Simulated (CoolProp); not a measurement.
Vapour-liquid equilibrium of R227EA (1) + isobutane (2) at 9.25 °C; x and y are mole fractions of (1).

Values from CoolProp's multi-fluid Helmholtz-energy mixture model, Lemmon 2016 and Bücker 2006; pair parameters Bell 2016.

| x | bubble pressure (MPa) | y at the bubble point | dew pressure at overall composition x (MPa) | liquid density (mol/L) |
|---|---|---|---|---|
| 0.05 | 0.2557 | 0.186 | 0.2250 | 9.686 |
| 0.125 | 0.2955 | 0.329 | 0.2412 | 9.517 |
| 0.2 | 0.3191 | 0.406 | 0.2594 | 9.360 |
| 0.275 | 0.3330 | 0.455 | 0.2797 | 9.216 |
| 0.35 | 0.3413 | 0.489 | 0.3019 | 9.086 |
| 0.425 | 0.3462 | 0.517 | 0.3246 | 8.970 |
| 0.5 | 0.3489 | 0.542 | 0.3435 | 8.869 |
| 0.575 | 0.3497 | 0.569 | 0.3496 | 8.782 |
| 0.65 | 0.3482 | 0.601 | 0.3425 | 8.710 |
| 0.725 | 0.3437 | 0.642 | 0.3291 | 8.652 |
| 0.8 | 0.3348 | 0.696 | 0.3135 | 8.606 |
| 0.875 | 0.3194 | 0.772 | 0.2976 | 8.572 |
| 0.95 | 0.2951 | 0.887 | 0.2822 | 8.547 |

y crosses x between x = 0.5 and 0.575: the model has an azeotrope there.

Pair parameters are fitted to limited data, so mixtures are less certain than the pure fluids.
